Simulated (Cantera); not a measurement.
A perfectly stirred reactor is fed with H₂ : O₂ = 0.0099 : 1 (molar parts), at 0.0263 atm; it is held at 1375 K, and followed from long to short residence time.

Computed with Cantera and GRI-Mech 3.0 (53 species, 325 reactions). Radical loss at walls, strong at low pressure, is not modelled.

x: mole fraction; the columns are a selection and need not sum to one.

```
τ (s)       x H₂   x O₂   x H₂O₂    x H₂O      x O      x OH
------  --------  -----  -------  -------  -------  --------
0.76     2.21e-5  0.988  1.23e-8  0.00951  0.00184  0.000592
0.37     3.32e-5  0.987  1.47e-8  0.00942  0.00271  0.000719
0.18     5.00e-5  0.986  1.70e-8  0.00931  0.00381  0.000857
0.090    7.51e-5  0.985  1.92e-8  0.00918  0.00496  0.000991
0.044        ___  0.983      ___  0.00904      ___       ___
0.022   0.000191  0.983  2.39e-8  0.00887  0.00687   0.00126
0.011   0.000324  0.982  2.73e-8  0.00864  0.00729   0.00140
0.0052  0.000600  0.982  3.26e-8  0.00824  0.00731   0.00160
0.0026       ___  0.982      ___  0.00763  0.00692       ___
```

Q: Fill in the missing entries.

A: 
- 0.044, x H₂: 0.000118
- 0.044, x H₂O₂: 2.14e-8
- 0.044, x O: 0.00607
- 0.044, x OH: 0.00113
- 0.0026, x H₂: 0.00108
- 0.0026, x H₂O₂: 3.91e-8
- 0.0026, x OH: 0.00183
